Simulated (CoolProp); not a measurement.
A single-stage vapour-compression cycle with the fluid: evaporating at 228.15 K (dew point), condensing at 285.15 K (bubble point), superheat 5 K, subcooling 5 K, compressor efficiency 0.75, no pressure losses. The same conditions are run with several fluids, on thermodynamics alone (safety and materials aside).

Values from CoolProp's reference Helmholtz-energy equation of state of each fluid (n-perfluorobutane: Gao 2022; R227EA: Lemmon 2016; R115: Lemmon 2016; carbon dioxide: Span 1996; R142b: Lemmon 2006; hydrogen chloride: Thol 2018).

### Question
Rank n-perfluorobutane, R227EA, R115, carbon dioxide, R142b, hydrogen chloride by cooling COP, highest first.

### Answer
R142b (2.52), R227EA (2.28), R115 (2.24), hydrogen chloride (2.16), n-perfluorobutane (2.02), carbon dioxide (1.99)

```json
[
 {"fluid": "n-perfluorobutane", "pressure ratio": "14.5", "discharge temperature (K)": "285.2", "refrigerating effect (kJ/kg)": "58.5", "volumetric capacity (kJ/m³)": "86.3"},
 {"fluid": "R227EA", "pressure ratio": "12.3", "discharge temperature (K)": "292.7", "refrigerating effect (kJ/kg)": "90.9", "volumetric capacity (kJ/m³)": "197"},
 {"fluid": "R115", "pressure ratio": "8.15", "discharge temperature (K)": "295.4", "refrigerating effect (kJ/kg)": "79.8", "volumetric capacity (kJ/m³)": "510"},
 {"fluid": "carbon dioxide", "pressure ratio": "5.69", "discharge temperature (K)": "379.8", "refrigerating effect (kJ/kg)": "222", "volumetric capacity (kJ/m³)": "4680"},
 {"fluid": "R142b", "pressure ratio": "12.3", "discharge temperature (K)": "328.1", "refrigerating effect (kJ/kg)": "183", "volumetric capacity (kJ/m³)": "173"},
 {"fluid": "hydrogen chloride", "pressure ratio": "5.49", "discharge temperature (K)": "415.1", "refrigerating effect (kJ/kg)": "302", "volumetric capacity (kJ/m³)": "4000"}
]
```

The compression ends wet for: n-perfluorobutane.
